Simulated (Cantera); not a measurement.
Fe2O3 + HCl (chemical vapour transport)

A closed system holds: 1 mol Fe2O3, 0.28 mol HCl, equilibrated at 700 K.

These are equilibrium values from Cantera (NASA tables, ideal gas, pure condensed phases), not measurements of a reactor. Candidate condensed phases: Fe, FeCl2, FeCl3, FeO, Fe(OH)2, Fe(OH)3, Fe2O3, Fe3O4, H2O; 22 gas species. Condensed phases not in the tables: FeOCl. Rates play no part.

From 0.0100 bar to 0.0400 bar the condensed part is Fe2O3(s). From 0.160 bar to 10.0 bar the condensed part is FeCl2(s) + Fe2O3(s). The main Fe-bearing gas is FeCl3 at 0.0100 bar and Fe2Cl6 at 10.0 bar.

| P (Pa) | x HCl | x H2O | x Fe2Cl6 | x FeCl3 | n Fe2O3(s) | n FeCl2(s) |
|---|---|---|---|---|---|---|
| 1000 | 0.988 | 0.00767 | 0.000437 | 0.00416 | 0.999 | 0 |
| 4000 | 0.982 | 0.0119 | 0.00181 | 0.00423 | 0.999 | 0 |
| 16000 | 0.970 | 0.0208 | 0.00505 | 0.00353 | 0.998 | 6.15e-5 |
| 63000 | 0.948 | 0.0380 | 0.0111 | 0.00264 | 0.997 | 0.000139 |
| 250000 | 0.906 | 0.0696 | 0.0218 | 0.00186 | 0.994 | 0.000269 |
| 1000000 | 0.836 | 0.123 | 0.0393 | 0.00125 | 0.989 | 0.000469 |
x: gas mole fraction; n: condensed amount in mol.
